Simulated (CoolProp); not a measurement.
Vapour-liquid equilibrium of CH2F2 (R32) (1) + R134a (2) at 111 kPa; x and y are mole fractions of (1).

Computed with CoolProp (multi-fluid Helmholtz-energy mixture model, Tillner-Roth 1997 and Tillner-Roth 1994; pair parameters Lemmon 2004).

```tsv
x	bubble temperature (K)	y at the bubble point	dew temperature at overall composition x (K)	liquid density (mol/L)
0.05	246.7	0.142	248.3	13.76
0.15	242.6	0.361	246.6	14.45
0.25	239.1	0.518	244.8	15.18
0.35	236.2	0.636	242.8	15.95
0.45	233.6	0.728	240.7	16.79
0.55	231.3	0.800	238.4	17.71
0.65	229.2	0.859	235.8	18.71
0.75	227.3	0.908	232.9	19.82
0.85	225.6	0.949	229.5	21.06
0.95	224.1	0.984	225.6	22.45
```

No azeotrope shows between x = 0.05 and 0.95.

Pair parameters are fitted to limited data, so mixtures are less certain than the pure fluids.
